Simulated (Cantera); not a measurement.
Feed: 1 mol (CH3)2SiCl2, 23 mol H2, held at 1950 K and 3.30 mbar.

Method: chemical equilibrium by Gibbs-energy minimisation in Cantera with the NASA 1993 tables (ideal gas, pure condensed phases). Candidate condensed phases: C, C6H6, C7H8, C8H18, Si, SiC; 109 gas species. The feed counts by its element totals alone. The tables' values for SiCl are old estimates; treat these amounts as uncertain. Kinetics and transport are ignored.

Base state: H2 0.907, HCl 0.0709, H 0.0190, Cl 0.00111, SiCl2 0.000638, C2H2 (acetylene) 0.000496, Si 0.000327, SiCl 5.32e-5 (mole fractions); condensed: C(graphite) + SiC(s).

Question: What changes in the equilibrium state with this change: (CH3)2SiCl2 replaced by Si(CH3)4?

Answer: 
```csv
species,before,after
H2,0.907,0.979
H,0.0190,0.0197
C2H2 (acetylene),0.000496,0.000535
HCl,0.0709,0
Cl,0.00111,0
Si,0.000327,0.000327
SiCl2,0.000638,0
SiCl,5.32e-5,0
SiH,1.37e-5,1.42e-5
SiC2,1.07e-5,1.07e-5
"C(graphite), mol",1.00,2.98
"SiC(s), mol",0.971,0.989
```
